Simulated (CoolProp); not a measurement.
Vapour-liquid equilibrium of hydrogen chloride (1) + propane (2) at 270 K; x and y are mole fractions of (1).

Values from CoolProp's multi-fluid Helmholtz-energy mixture model, Thol 2018 and Lemmon 2009; pair parameters Bell 2016.

```
x     bubble pressure, mixture model (bar)  bubble pressure, Raoult's law (bar)  y, mixture model  y, Raoult's law
----  ------------------------------------  -----------------------------------  ----------------  ---------------
0.05                                 6.132                                5.280             0.301            0.226
0.15                                 9.427                                7.233             0.559            0.494
0.25                                 12.19                                9.185             0.673            0.649
0.35                                 14.45                                11.14             0.739            0.749
0.45                                 16.30                                13.09             0.783            0.819
0.55                                 17.88                                15.04             0.818            0.871
0.65                                 19.29                                16.99             0.850            0.911
0.75                                 20.63                                18.95             0.884            0.943
0.85                                 21.94                                20.90             0.922            0.969
0.95                                 23.22                                22.85             0.970            0.991
```

The largest gap from Raoult's law is +32.7 % in bubble pressure, at x = 0.25. No azeotrope shows between x = 0.05 and 0.95.

The pair parameters rest on a limited set of measurements; away from them the model extrapolates.
